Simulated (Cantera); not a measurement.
Input: 1 mol Ti(OiPr)4, 0.16 mol C3H8, held at 1800 K and 10.0 mbar.

Equilibrium computed with Cantera from the NASA thermochemical tables; the gas is ideal and each condensed phase is pure. Candidate condensed phases: C, C6H6, C7H8, C8H18, H2O, Ti, TiC, TiO, TiO2, Ti2O3, Ti3O5, Ti4O7; 113 gas species. The feed counts by its element totals alone. TiC: taken at fixed stoichiometry. Rates play no part.

Base state: H2 0.782, CO 0.214, H 0.00317, C2H2 (acetylene) 0.000137 (mole fractions); condensed: C(graphite) + TiC(s).

Problem. What changes in the equilibrium state with this change: pressure from 10.0 mbar to 1.60 mbar?

Solution. 
```tsv
species	before	after
H2	0.782	0.778
CO	0.214	0.214
H	0.00317	0.00790
C2H2 (acetylene)	0.000137	0.000136
C(graphite), mol	7.47	7.47
TiC(s), mol	1.00	1.00
```
